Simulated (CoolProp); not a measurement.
Vapour-liquid equilibrium of R125 (1) + propylene (2) at 1.66 MPa; x and y are mole fractions of (1).

The numbers come from the multi-fluid Helmholtz-energy mixture model, Lemmon 2005 and Lemmon 2013; pair parameters Bell 2016 in CoolProp.

Question: Give the bubble temperature and the first vapour's composition at x = 0.65, 0.875, 0.95. Is there an azeotrope?

Answer: x = 0.65: 27.0 °C, y = 0.636; x = 0.875: 29.2 °C, y = 0.839; x = 0.95: 30.8 °C, y = 0.930. y crosses x between x = 0.575 and 0.65: the model has an azeotrope there.

Pair parameters are fitted to limited data, so mixtures are less certain than the pure fluids.
